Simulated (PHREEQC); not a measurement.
Make-up at 25 °C: 8.7 mmol/kgw Pb(NO3)2, 0.051 mmol/kgw H3AsO4 and 170 mmol/kgw Na2SO4. Closed to the air; pH follows from the charge balance.

The numbers come from PHREEQC with the ion-association model, wateq4f.dat.

```tsv
quantity	before	after
pH	4.98	5.95
ionic strength (mol/kgw)	0.426	0.00520
Na+ (mol/kgw)	0.300	0.00338
SO4-2 (mol/kgw)	0.120	0.00165
NaSO4- (mol/kgw)	0.0401	2.06e-5
HSO4- (mol/kgw)	3.93e-5	1.43e-7
SI of Mirabilite (Na2SO4:10H2O)	-1.84	-6.81
```

Problem. What was changed between the two runs?
A. Pb(NO3)2 left out
B. temperature from 25 to 55 °C
C. diluted 10-fold with water
D. Pb(NO3)2 replaced by LiNO3 at the same molality
E. diluted 100-fold with water

Solution. E, diluted 100-fold with water

No solid was allowed to form. Some of these states are supersaturated (in Anglesite, Larnakite, for instance). The database has no arsenate complexes of Pb.
